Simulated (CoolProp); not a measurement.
Saturation properties of propylene (Tc = 91.1 °C, pc = 4.555 MPa, ω = 0.146).

Values from CoolProp's reference Helmholtz-energy equation of state, Lemmon 2013.

| T (°C) | p (MPa) | liquid density (kg/m³) | liquid viscosity (µPa s) | vapour viscosity (µPa s) |
|---|---|---|---|---|
| -17.15 | 0.3374 | 570.5 | 142 | 7.24 |
| -10.45 | 0.4219 | 561.2 | 133 | 7.45 |
| -3.75 | 0.5214 | 551.6 | 125 | 7.68 |
| 2.95 | ? | 541.7 | 117 | 7.93 |
| 9.55 | 0.7689 | 531.6 | 110 | 8.19 |
| 16.25 | 0.9221 | ? | 103 | ? |
| 22.95 | 1.097 | 509.8 | 96.9 | ? |
| 29.65 | 1.294 | 498.1 | 90.9 | 9.15 |
| 36.25 | 1.513 | 485.9 | ? | 9.55 |
| 42.95 | 1.761 | 472.7 | 79.8 | 10.0 |
| 49.65 | ? | 458.4 | 74.4 | 10.5 |
| 56.35 | 2.347 | 442.9 | 69.1 | 11.2 |
| 63.05 | 2.688 | 425.6 | 63.8 | 11.9 |

**Question.** Some entries are withheld; supply them.

**Answer.** 
- 2.95, p (MPa): 0.6372
- 16.25, liquid density (kg/m³): 521.0
- 16.25, vapour viscosity (µPa s): 8.48
- 22.95, vapour viscosity (µPa s): 8.80
- 36.25, liquid viscosity (µPa s): 85.3
- 49.65, p (MPa): 2.038

It boils at -47.6 °C under 1 atm.

Viscosity comes from a separate model (Huber 2003), an estimate that may be off by 10 % or more.
